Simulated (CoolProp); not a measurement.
The fluid at 342.63 K and 2.4 MPa expands adiabatically to 0.233 MPa with isentropic efficiency 0.85. The same conditions are run with several fluids, on thermodynamics alone (safety and materials aside).

Model: reference Helmholtz-energy equation of state of each fluid (nitrous oxide: Lemmon 2006; C2F6 (R116): Lemmon 2006; R13: Platzer 1990; R410A: Lemmon 2003; hydrogen chloride: Thol 2018), in CoolProp. The equations of Platzer and Polt are older, rougher fits. Blends and air are pseudo-pure fits.

### Question
Rank nitrous oxide, C2F6 (R116), R13, R410A, hydrogen chloride by work (kJ/kg), highest first.

### Answer
hydrogen chloride (105), nitrous oxide (92.8), R410A (55.6), R13 (42.1), C2F6 (R116) (33.8)

```csv
fluid,final temperature (K),final phase,final density (kg/m³)
nitrous oxide,217.7,gas,5.87
C2F6 (R116),285.9,gas,13.9
R13,258.4,gas,11.7
R410A,244.0,gas,8.96
hydrogen chloride,204.2,"two-phase, vapour fraction 0.978",5.39
```
